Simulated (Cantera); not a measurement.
A closed system holds: 1 mol SiH2Cl2, 0.004 mol Cl2, 49 mol N2, equilibrated at 1700 K and 1 atm.

Cantera equilibrium calculation (NASA polynomials, part measured and part estimated; ideal gas, pure solids and liquids). Candidate condensed phases: NH4Cl, Si, Si3N4; 28 gas species. The tables' values for SiCl3 are old estimates; treat these amounts as uncertain. Equilibrium is a limit: real reactors are often held back by kinetics, nucleation or transport.

### Question
What is the equilibrium state?

### Answer
* **x(N2)**: 0.961
* **x(HCl)**: 0.0254
* **x(H2)**: 0.00709
* **x(SiCl2)**: 0.00445
* **x(SiCl3)**: 0.00109
* **x(SiCl4)**: 0.000523
* **x(Cl)**: 3.43e-5
* **x(SiHCl3)**: 2.83e-5
* **x(H)**: 1.23e-5
* **n(Si3N4(s))**: 0.231 mol
* **gas amount**: 50.49 mol
* **log10 activity of Si(l) (absent)**: -1.86
